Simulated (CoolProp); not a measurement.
Vapour-liquid equilibrium of methanol (1) + benzene (2) at 402.2 K; x and y are mole fractions of (1).

Model: multi-fluid Helmholtz-energy mixture model, de Reuck 1993 and Thol 2012; pair parameters Bell 2016, in CoolProp.

Q: Give the bubble pressure and the first vapour's composition at x = 0.125, 0.425, 0.875. Is there an azeotrope?

A: x = 0.125: 6.126 bar, y = 0.411; x = 0.425: 7.996 bar, y = 0.610; x = 0.875: 8.482 bar, y = 0.859. y crosses x between x = 0.725 and 0.8: the model has an azeotrope there.

The pair parameters rest on a limited set of measurements; away from them the model extrapolates.
